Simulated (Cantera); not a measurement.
An isothermal plug-flow reactor at 475 K and 5.00 bar (inlet), inlet velocity 0.15 m/s, active area per volume 4900 1/m; feed 0.275 % H₂, 3.44 % O₂, 90.6 % N₂, 5.73 % H₂O.

Detailed kinetics in Cantera: Deutschmann's 1995 Pt surface mechanism with GRI-Mech 3.0 gas chemistry. Catalytic surfaces can have several steady states; this one follows from the mechanism file's or the stated starting coverage. Mass transfer to the wall is taken as infinitely fast.

One state of this run: x H₂ = 4.83e-6; x O₂ = 0.0331; x H₂O = 0.0601; θ free Pt = 0.000208; θ O* = 0.986; θ OH* = 0.0141. x: gas mole fraction; θ: surface coverage.

Which value of z (m) does it belong to?
A. 0.00011
B. 0.00021
C. 0.0056
D. 0.00078

C, 0.0056
